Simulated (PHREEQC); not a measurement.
Dissolve 0.0016 mol/kgw Cu(BF4)2, 0.038 mol/kgw HBF4 and 0.00091 mol/kgw KCl at 71 °C. Closed to the air; pH follows from the charge balance.

Equilibrium calculation in PHREEQC: ion-association model, phreeqc.dat.

This is a speciation only: nothing precipitates in the calculation.

**Question.** What pH, ionic strength does the model give?

**Answer.** pH 1.55; ionic strength 0.0390 mol/kgw.

**Question.** In which forms is B present?

**Answer.** BF4- 83 %, H3BO3 12 %, BF3OH- 3.6 %, BF2(OH)2- 1.1 % of the B.

Complexes and solids missing from the database can't appear. At this temperature some constants are extrapolated from 25 °C, and those without enthalpy data are left unchanged. Real BF4- forms and hydrolyses slowly; the run takes it at equilibrium.
